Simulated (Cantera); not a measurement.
Input: 1 mol SiC, 1.9 mol H2O, 73 mol N2, at 1348.15 K and 0.133 bar.

Equilibrium computed with Cantera from the NASA thermochemical tables; the gas is ideal and each condensed phase is pure. Candidate condensed phases: C, C6H6, C7H8, C8H18, H2O, Si, SiC, SiO2, Si2N2O, Si3N4; 151 gas species. N2 is the only nitrogen source here; it is nearly inert below about 1500 K, so the nitride shown seldom forms there in practice. Mutual solubility and eutectic melting of coexisting phases are not modelled. The tables hold silica as quartz up to 1696 K and as liquid above; real silica turns to tridymite and cristobalite and melts near 1996 K. Equilibrium is a limit: real reactors are often held back by kinetics, nucleation or transport.

**Question.** What is the equilibrium state?

**Answer.** 
```json
{
  "x(N2)": "0.962",
  "x(H2)": "0.0251",
  "x(CO)": "0.0132",
  "x(H2O)": "6.81e-6",
  "x(HCN)": "1.89e-6",
  "x(CO2)": "1.83e-6",
  "x(H)": "1.01e-6",
  "n(SiO2(β-quartz))": "0.266 mol",
  "n(Si2N2O(s))": "0.367 mol",
  "gas_amount": "75.53 mol",
  "log10 activity of C(graphite) (absent)": "-1.42",
  "log10 activity of Si(s) (absent)": "-5.40"
}
```
